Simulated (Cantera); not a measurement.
Mixture: C2H4 : O2 : N2 : H2O = 1 : 3.95 : 14.8 : 5.8 (molar parts), equivalence ratio 0.76, at 1.50 bar, adiabatic and at constant volume. Ignition delay is the time to a rise of 400 K.

Computed with Cantera and GRI-Mech 3.0 (53 species, 325 reactions). GRI-Mech 3.0 was tuned for natural gas; its chemistry of ethylene as a main component is partial and can be far from experiment.

| quantity | before | after |
|---|---|---|
| delay at 1298 K | 93.2 µs | 0.104 ms |
| delay at 1373 K | 46.0 µs | 56.8 µs |
| delay at 1448 K | 29.2 µs | 37.6 µs |
| delay at 1523 K | 20.7 µs | 27.3 µs |
| delay at 1598 K | 15.7 µs | 20.8 µs |
| delay at 1673 K | 12.3 µs | 16.5 µs |
| apparent activation energy between 1523 and 1673 K | 74 kJ/mol | 71 kJ/mol |

### Question
Name the change that produced these shifts.
A) pressure from 1.50 bar to 1.10 bar
B) constant pressure in place of constant volume
C) pressure from 1.50 bar to 4.30 bar
D) pressure from 1.50 bar to 3.30 bar

### Answer
A, pressure from 1.50 bar to 1.10 bar
